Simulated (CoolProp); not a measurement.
Octamethyltrisiloxane (MDM) along the isotherm 575 K: Z from the reference equation and from simpler models built on Tc = 565.4 K, pc = 1.438 MPa, ω = 0.528; each cubic takes its own stable root.

Values from CoolProp's reference Helmholtz-energy equation of state, Thol 2017.

```tsv
p (MPa)	phase	reference	Redlich-Kwong	Soave-Redlich-Kwong
0.0719	gas	0.9842	0.9836	0.9839
0.144	gas	0.9680	0.9668	0.9674
0.216	gas	0.9513	0.9497	0.9506
0.288	gas	0.9341	0.9322	0.9334
0.359	gas	0.9167	0.9145	0.9160
0.431	gas	0.8985	0.8960	0.8980
0.503	gas	0.8796	0.8771	0.8794
0.575	gas	0.8601	0.8575	0.8604
0.647	gas	0.8398	0.8374	0.8407
0.719	gas	0.8186	0.8165	0.8204
```
